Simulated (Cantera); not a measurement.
**Equilibrium for carbon deposition, reforming and gasification: C + H₂ + N₂**

Input: 1 mol C, 7.7 mol H₂, 0.2 mol N₂, equilibrated at 0.133 bar.

Cantera equilibrium calculation (NASA polynomials, part measured and part estimated; ideal gas, pure solids and liquids). Candidate condensed phases: C, C₆H₆, C₇H₈, C₈H₁₈; 92 gas species. Kinetics and transport are ignored.

```tsv
T (K)	x H₂	x H	x C₂H₂ (acetylene)	x N₂	x CH₄	x HCN	n C(graphite)
948	0.953	1.40e-9	2.46e-10	0.0258	0.0208	3.38e-7	0.839
1148	0.972	1.93e-7	3.61e-8	0.0254	0.00299	6.41e-6	0.976
1348	0.974	6.25e-6	1.17e-6	0.0253	0.000738	5.03e-5	0.994
1548	0.974	8.32e-5	1.53e-5	0.0252	0.000260	0.000230	0.996
1748	0.973	0.000617	0.000110	0.0249	0.000116	0.000737	0.991
1948	0.970	0.00305	0.000523	0.0243	6.14e-5	0.00184	0.976
2148	0.960	0.0112	0.00184	0.0231	3.62e-5	0.00378	0.938
2348	0.934	0.0327	0.00510	0.0212	2.27e-5	0.00665	0.858
2548	0.879	0.0794	0.0116	0.0186	1.43e-5	0.0102	0.710
2748	0.782	0.164	0.0218	0.0153	8.53e-6	0.0136	0.464
2948	0.636	0.293	0.0339	0.0118	4.45e-6	0.0158	0.0674
```
x: gas mole fraction; n: condensed amount in mol.

From 948 K to 2948 K the condensed part is C(graphite). The main C-bearing gas is CH₄ at 948 K and C₂H₂ (acetylene) at 2948 K. The share of C in condensed phases is highest at 1548 K (99.6 %) and lowest at 2948 K (6.7 %).
